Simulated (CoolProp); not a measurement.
Aqueous potassium acetate as a coolant, 19 % by mass, freezing at -10.4 °C, 1 atm.

Computed with CoolProp (Melinder's fits for secondary coolants).

```
T (°C)  Prandtl number  conductivity (W/(m K))  viscosity (mPa s)  density (kg/m³)
------  --------------  ----------------------  -----------------  ---------------
-7.8              27.0                       ?               3.81             1104
-0.2                 ?                       ?               2.88             1102
7.4                  ?                   0.517               2.26             1100
15                12.3                   0.528               1.83             1098
22.6              10.0                   0.538               1.52             1095
30.2              8.37                   0.549               1.29             1092
37.8              7.09                   0.560               1.11             1089
```

Task: Complete the blanks.

Result: 
- -7.8, conductivity (W/(m K)): 0.495
- -0.2, Prandtl number: 20.0
- -0.2, conductivity (W/(m K)): 0.506
- 7.4, Prandtl number: 15.4
